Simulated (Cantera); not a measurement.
## Reactions in the system C-Ca-H-S

Source: NASA polynomial tables (part measured, part estimated), evaluated in Cantera. Values are per mole of reaction as written; species without (g) are pure solids or liquids, kept so even where they would boil at 1 bar.

6 CaS + C2H4(g) ⇌ 2 H2S(g) + 2 CS2(g) + 6 Ca

```
T (K)  ΔH° (kJ)  ΔS° (J/K)  ΔG° (kJ)  log10 K
-----  --------  ---------  --------  -------
1250     3027.5      621.4    2250.8   -94.05
1325     3028.5      622.1    2204.1   -86.89
1400     3029.3      622.7    2157.5   -80.49
1475     3030.0      623.2    2110.7   -74.75
1550     3030.5      623.6    2064.0   -69.55
1625     3031.0      623.9    2017.2   -64.84
1700     3031.3      624.0    1970.4   -60.54
1775     3031.5      624.1    1923.6   -56.61
1850     3031.5      624.2    1876.8   -52.99
1925     3031.5      624.1    1830.0   -49.66
2000     3031.3      624.1    1783.2   -46.57
```
